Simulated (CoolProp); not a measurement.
Vapour-liquid equilibrium of R22 (1) + acetone (2) at 310.9 K; x and y are mole fractions of (1).

The numbers come from the multi-fluid Helmholtz-energy mixture model, Kamei 1995 and Lemmon 2006; pair parameters Bell 2016 in CoolProp.

```json
[
 {"x": "0.05", "bubble pressure (MPa)": "0.1095", "y at the bubble point": "0.537", "dew pressure at overall composition x (MPa)": "0.05457", "liquid density (mol/L)": "13.32"},
 {"x": "0.2", "bubble pressure (MPa)": "0.2276", "y at the bubble point": "0.795", "dew pressure at overall composition x (MPa)": "0.06462", "liquid density (mol/L)": "13.50"},
 {"x": "0.35", "bubble pressure (MPa)": "0.3403", "y at the bubble point": "0.880", "dew pressure at overall composition x (MPa)": "0.07911", "liquid density (mol/L)": "13.68"},
 {"x": "0.5", "bubble pressure (MPa)": "0.4968", "y at the bubble point": "0.935", "dew pressure at overall composition x (MPa)": "0.1018", "liquid density (mol/L)": "13.85"},
 {"x": "0.65", "bubble pressure (MPa)": "0.7253", "y at the bubble point": "0.971", "dew pressure at overall composition x (MPa)": "0.1425", "liquid density (mol/L)": "13.94"},
 {"x": "0.8", "bubble pressure (MPa)": "1.028", "y at the bubble point": "0.990", "dew pressure at overall composition x (MPa)": "0.2323", "liquid density (mol/L)": "13.88"},
 {"x": "0.95", "bubble pressure (MPa)": "1.352", "y at the bubble point": "0.998", "dew pressure at overall composition x (MPa)": "0.5689", "liquid density (mol/L)": "13.46"}
]
```

No azeotrope shows between x = 0.05 and 0.95.

The pair parameters rest on a limited set of measurements; away from them the model extrapolates.
